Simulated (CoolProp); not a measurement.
A closed Brayton cycle with nitrogen: compressor inlet 333.15 K and 3.3 MPa, high pressure 8.21 MPa, turbine inlet 725 K, compressor efficiency 0.89, turbine efficiency 0.9, recuperator effectiveness 0.8 (on enthalpy, no pinch check). Each further row changes one setting.

Model: reference Helmholtz-energy equation of state, Span 2000, in CoolProp.

```json
[
 {"case": "as stated", "thermal efficiency (%)": "22.0", "net work (kJ/kg)": "42.1", "compressor to turbine work": "0.74", "compressor exit (K)": "445.5", "turbine exit (K)": "580.7"},
 {"case": "turbine inlet 675 K", "thermal efficiency (%)": "(withheld)", "net work (kJ/kg)": "30.9", "compressor to turbine work": "0.79", "compressor exit (K)": "445.5", "turbine exit (K)": "(withheld)"},
 {"case": "compressor inlet 343.15 K", "thermal efficiency (%)": "(withheld)", "net work (kJ/kg)": "38.5", "compressor to turbine work": "(withheld)", "compressor exit (K)": "(withheld)", "turbine exit (K)": "580.7"},
 {"case": "high pressure 6.98 MPa", "thermal efficiency (%)": "(withheld)", "net work (kJ/kg)": "39.8", "compressor to turbine work": "(withheld)", "compressor exit (K)": "423.3", "turbine exit (K)": "604.1"},
 {"case": "recuperator effectiveness 0.5", "thermal efficiency (%)": "(withheld)", "net work (kJ/kg)": "42.1", "compressor to turbine work": "0.74", "compressor exit (K)": "445.5", "turbine exit (K)": "580.7"}
]
```

Task: Some entries are withheld; supply them.

Result: 
- turbine inlet 675 K, thermal efficiency (%): 18.0
- turbine inlet 675 K, turbine exit (K): 539.3
- compressor inlet 343.15 K, thermal efficiency (%): 20.4
- compressor inlet 343.15 K, compressor to turbine work: 0.76
- compressor inlet 343.15 K, compressor exit (K): 458.7
- high pressure 6.98 MPa, thermal efficiency (%): 22.7
- high pressure 6.98 MPa, compressor to turbine work: 0.70
- recuperator effectiveness 0.5, thermal efficiency (%): 17.9
